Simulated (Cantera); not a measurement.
A Cantera script and what it prints.

```python
import numpy as np
import cantera as ct

gas_names = [...]  # 92 gases of nasa_gas.yaml made of C, H, N
cond_names = """
    C(gr) C6H6(L) C7H8(L) C8H18(L),n-octa
""".split()


# ... load() reads the species with a 1 bar reference pressure and builds the phases ...
atoms = {
    'C': {'C': 1},
    'NH3': {'N': 1, 'H': 3},
}
top_T = {'C(gr)': 4500}  # K; cautious upper limits of use, not melting points


# ... equilibrate(T, P, feed) seeds the gas with the atoms and calls Mixture.equilibrate('TP', solver="vcs", rtol=1e-11, max_steps=5000) ...
results = []
feed = {'C': 1, 'NH3': 0.093}  # mol
T = 2525  # K
P = 500000  # Pa
mix = equilibrate(T, P, feed)
results.append((T, P, feed, dict(zip(mix.species_names, mix.species_moles))))
x = sorted(zip(gas.X, gas.species_names), reverse=True)
print(f"T = {T:g} K  P = {P:g} Pa  gas = {mix.phase_moles(0):.4g} mol")
print("   x: " + "  ".join(f"{s} {v:.3e}" for v, s in x if v > 1e-05))
print("   condensed (mol): " + ("  ".join(f"{mix.phase(i).name} {mix.phase_moles(i):.4g}"
      for i in range(1, mix.n_phases) if mix.phase_moles(i) > 1e-12) or "none"))
```

Result:

```
T = 2525 K  P = 500000 Pa  gas = 0.1869 mol
   x: H2 7.143e-01  N2 2.316e-01  HCN 3.064e-02  H 1.060e-02  C2H2,acetylene 8.576e-03  HNC 3.691e-03  CH4 3.677e-04  CH3 9.753e-05  C4H2 4.257e-05  CN 2.724e-05  C2N2 2.086e-05  C2H4 2.039e-05  NH3 1.471e-05
   condensed (mol): C(gr) 0.9902
```

Cantera equilibrium calculation (NASA polynomials, part measured and part estimated; ideal gas, pure solids and liquids).
